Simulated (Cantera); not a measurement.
Feed: 1 mol c-C4F8, 0.098 mol H2, held at 2198.15 K and 195 Torr.

Method: chemical equilibrium by Gibbs-energy minimisation in Cantera with the NASA 1993 tables (ideal gas, pure condensed phases). Candidate condensed phases: C, C6H6, C7H8, C8H18; 95 gas species. The feed counts by its element totals alone. The tables' values for C2F4 are old estimates; treat these amounts as uncertain. Gases not in the tables: C2F6 and larger saturated fluorocarbons. Kinetics and transport are ignored.

Base state: CF4 0.799, CF2 0.0866, HF 0.0859, F 0.0164, CF3 0.0116, CF 0.000184, C2F4 2.14e-5 (mole fractions); condensed: C(graphite).

Q: What changes in the equilibrium state with this change: H2 from 0.098 to 4.7 mol?

A: 
| species | before | after |
|---|---|---|
| HF | 0.0859 | 0.918 |
| H2 | 2.41e-9 | 0.0786 |
| H | 5.36e-7 | 0.00306 |
| CF4 | 0.799 | <1e-9 |
| CF2 | 0.0866 | 3.03e-7 |
| CF3 | 0.0116 | <1e-9 |
| F | 0.0164 | 3.06e-5 |
| C2H2 (acetylene) | <1e-9 | 0.000199 |
| C2F4 | 2.14e-5 | <1e-9 |
| CF | 0.000184 | 3.44e-7 |
| C(graphite), mol | 1.95 | 4.00 |
